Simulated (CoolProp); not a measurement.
Vapour-liquid equilibrium of benzene (1) + toluene (2) at 501.5 K; x and y are mole fractions of (1).

The numbers come from the multi-fluid Helmholtz-energy mixture model, Thol 2012 and Lemmon 2006; pair parameters Bell 2016 in CoolProp.

```tsv
x	bubble pressure (bar)	y at the bubble point	dew pressure at overall composition x (bar)	liquid density (mol/L)
0.05	12.50	0.075	12.34	6.943
0.125	13.18	0.180	12.82	7.006
0.2	13.88	0.277	13.32	7.070
0.275	14.59	0.367	13.86	7.134
0.35	15.31	0.451	14.45	7.199
0.425	16.04	0.529	15.08	7.264
0.5	16.79	0.603	15.76	7.330
0.575	17.55	0.672	16.50	7.397
0.65	18.32	0.737	17.30	7.463
0.725	19.11	0.799	18.18	7.530
0.8	19.91	0.857	19.13	7.598
0.875	20.73	0.913	20.17	7.665
0.95	21.56	0.966	21.31	7.733
```

No azeotrope shows between x = 0.05 and 0.95.

The pair parameters rest on a limited set of measurements; away from them the model extrapolates.
